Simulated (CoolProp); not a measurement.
The fluid at 293.15 K and 1.03 MPa expands adiabatically to 0.511 MPa with isentropic efficiency 0.7. The same conditions are run with several fluids, on thermodynamics alone (safety and materials aside).

Computed with CoolProp (reference Helmholtz-energy equation of state of each fluid (CH2F2 (R32): Tillner-Roth 1997; nitrogen: Span 2000; fluorine: de Reuck 1990; methane: Setzmann 1991; hydrogen sulfide: Lemmon 2006)).

```csv
fluid,work (kJ/kg),final temperature (K),final density (kg/m³)
CH2F2 (R32),[?],260.7,13.8
nitrogen,38.5,255.3,6.77
fluorine,28.5,[?],9.12
methane,67.3,[?],3.84
hydrogen sulfide,29.5,[?],[?]
```

Q: Complete the blanks.

A: 
- CH2F2 (R32), work (kJ/kg): 18.5
- fluorine, final temperature (K): 257.3
- methane, final temperature (K): 260.4
- hydrogen sulfide, final temperature (K): 256.5
- hydrogen sulfide, final density (kg/m³): 8.74
